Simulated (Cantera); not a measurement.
Stirred combustor or abatement burner

A perfectly stirred reactor is fed with C2H4 : O2 : N2 : H2O = 1 : 2.5 : 15.8 : 0.064 (molar parts), equivalence ratio 1.2, at 13.8 atm; it is adiabatic with a 523 K inlet, and is followed from long to short residence time, starting on the burning branch (τ in s: 0.34, 0.094, 0.026, 0.0071, 0.002, 0.00054, 0.00015, 4.1e-05, 1.1e-05).

Cantera simulation using GRI-Mech 3.0 (53 species, 325 reactions); the numbers are that mechanism's predictions, not measurements. GRI-Mech 3.0 was tuned for natural gas; its chemistry of ethylene as a main component is partial and can be far from experiment. The pressure lies above the range GRI-Mech 3.0 was tuned for (to about 10 atm).

```csv
τ (s),T (K),x C2H4,x O2,x NO2,x HO2,x HCO
0.34,1992,1.15e-6,2.29e-5,4.60e-10,8.79e-9,1.59e-8
0.094,1991,3.00e-6,5.75e-5,1.10e-9,2.97e-8,2.43e-8
0.026,1989,7.18e-6,0.000135,2.69e-9,1.00e-7,4.29e-8
0.0071,1986,1.63e-5,0.000305,6.51e-9,3.35e-7,8.85e-8
0.0020,1978,3.49e-5,0.000658,1.47e-8,1.04e-6,2.07e-7
0.00054,1963,7.76e-5,0.00147,3.12e-8,3.11e-6,5.63e-7
0.00015,1932,0.000187,0.00339,5.45e-8,8.91e-6,1.65e-6
4.1e-5,1842,0.000678,0.00996,6.14e-8,3.36e-5,5.50e-6
1.1e-5,523,0.0516,0.129,<1e-12,<1e-12,<1e-12
```
x: mole fraction; the columns are a selection and need not sum to one.
